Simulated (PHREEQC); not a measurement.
A made-up water analysis in mmol/kgw, 25 °C, pH 6.32, pe 8.6: Na 162; K 3.46; Ca 0.258; Mg 57.5; Cl 273; S(6) 1.06; Alkalinity (meq/kgw) 3.2; O(0) (counted as O atoms) 0.52; Si 0.074; Br 0.307; Sr 0.0318; N(5) 2.22; Li 4.85.

Valence states are taken as typed.

Computed with PHREEQC (ion-association model, wateq4f.dat).

This is a speciation only: nothing precipitates in the calculation.

Q: Predict the activity of water.

A: activity of water 0.991.

Q: In which forms is S present?

A: SO4-2 47 %, MgSO4 43 %, NaSO4- 9.3 % of the S.
